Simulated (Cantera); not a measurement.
Feed: 1 mol AlCl₃, 8.6 mol NH₃, 10 mol H₂, equilibrated at 100 Torr.

Method: chemical equilibrium by Gibbs-energy minimisation in Cantera with the NASA 1993 tables (ideal gas, pure condensed phases). Candidate condensed phases: Al, AlCl₃, AlN, NH₄Cl; 20 gas species. The tables' values for AlCl₂ are old estimates; treat these amounts as uncertain. Equilibrium is a limit: real reactors are often held back by kinetics, nucleation or transport.

Question: At 1623 K, list the 4 most abundant gas species with their mole fractions, and the condensed phases.

Answer: H₂ 0.778, N₂ 0.145, HCl 0.0542, AlCl₃ 0.0122. Condensed: AlN(s).
